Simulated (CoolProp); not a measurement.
A simple Rankine cycle with n-heptane: condensing at 333.15 K, boiler at 0.741 MPa, turbine inlet 462.4 K, turbine efficiency 0.9, pump efficiency 0.8, no recuperator. Each further row changes one setting.

Values from CoolProp's reference Helmholtz-energy equation of state, Span 2003. It is a short technical equation, of lower accuracy than the large ones.

```
case                             thermal efficiency (%)  net work (kJ/kg)  heat in (kJ/kg)  turbine exit temperature (K)  volume ratio over the turbine
-------------------------------  ----------------------  ----------------  ---------------  ----------------------------  -----------------------------
as stated                                          16.6               ___              586                         406.6                           28.8
turbine inlet 482.4 K                              16.1               103              638                           ___                           27.8
condensing temperature 325.15 K                    17.6               106              605                         402.1                            ___
boiler pressure 0.519 MPa                          15.0               ___              596                         415.0                           18.9
turbine efficiency 0.8                             14.7              86.0              586                           ___                           29.2
```

**Question.** Fill in the missing entries.

**Answer.** 
- as stated, net work (kJ/kg): 97.0
- turbine inlet 482.4 K, turbine exit temperature (K): 427.8
- condensing temperature 325.15 K, volume ratio over the turbine: 39.1
- boiler pressure 0.519 MPa, net work (kJ/kg): 89.5
- turbine efficiency 0.8, turbine exit temperature (K): 411.7
